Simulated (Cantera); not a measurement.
Input: 1 mol CaO, 4.5 mol HBr, 95 mol N2, at 14.3 Torr.

Equilibrium computed with Cantera from the NASA thermochemical tables; the gas is ideal and each condensed phase is pure. Candidate condensed phases: Br2, Ca, CaBr2, CaO, Ca(OH)2, H2O; 34 gas species. Rates play no part.

**Question.** Which condensed phases are stable at each of these points (T (K)): 1025, 1050, 1075, 1100, 1125, 1150, 1175, 1200, 1225, 1250, 1275?

**Answer.** 
```csv
T (K),condensed phases,Ca condensed (%)
1025,CaBr2(l),99.5
1050,CaBr2(l),99.0
1075,CaBr2(l),98.1
1100,CaBr2(l),96.4
1125,CaBr2(l),93.4
1150,CaBr2(l),88.1
1175,CaBr2(l),79.4
1200,CaBr2(l),65.2
1225,CaBr2(l),42.4
1250,CaBr2(l),6.7
1275,gas only,0.0
```

From 1025 K to 1250 K the condensed part is CaBr2(l). At 1275 K nothing is condensed.
